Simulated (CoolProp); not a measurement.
Computed with CoolProp (reference Helmholtz-energy equation of state, Akasaka 2020).

Q: For R1123, give the phase and the cv (kJ/(kg K)), speed of sound (m/s), Joule-Thomson coefficient (K/MPa) at 467.4 K and 0.128 MPa; 467.4 K and 0.539 MPa; 467.4 K and 1.41 MPa.

A: 
- 467.4 K and 0.128 MPa: gas; cv 0.978, speed of sound 228, Joule-Thomson coefficient 4.12
- 467.4 K and 0.539 MPa: gas; cv 0.979, speed of sound 227, Joule-Thomson coefficient 4.12
- 467.4 K and 1.41 MPa: gas; cv 0.983, speed of sound 224, Joule-Thomson coefficient 4.12
